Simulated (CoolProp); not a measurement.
Properties of methanol along the isotherm 346.85 °C.

Values from CoolProp's reference Helmholtz-energy equation of state, de Reuck 1993.

```
p (kPa)          phase       Z  cp (kJ/(kg K))  speed of sound (m/s)  conductivity (mW/(m K))
-------  -------------  ------  --------------  --------------------  -----------------------
1470               gas  0.9698           2.267                 415.8                        …
2930               gas  0.9384           2.414                 403.7                     60.6
4400               gas  0.9061           2.583                 392.2                     63.4
5870               gas  0.8741           2.771                 382.0                     66.5
7340               gas  0.8430           2.980                     …                     70.0
8800     supercritical  0.8126           3.214                 364.5                     73.7
10300    supercritical  0.7811           3.489                 356.6                     78.0
11700    supercritical  0.7522           3.768                 351.7                     82.5
13200    supercritical       …           4.067                 349.4                     87.6
14700    supercritical  0.6969               …                 344.9                     93.1
16100    supercritical       …           4.800                 339.0                     98.9
17600    supercritical  0.6420           5.206                     …                      106
19100    supercritical  0.6150           5.582                 334.8                      113
20500    supercritical  0.5916           5.902                 334.4                      119
```

Q: Some entries are withheld; supply them.

A: 
- 1470, conductivity (mW/(m K)): 58.0
- 7340, speed of sound (m/s): 373.0
- 13200, Z: 0.7237
- 14700, cp (kJ/(kg K)): 4.411
- 16100, Z: 0.6707
- 17600, speed of sound (m/s): 336.1

Thermal conductivity comes from a separate model (Sykioti 2013).
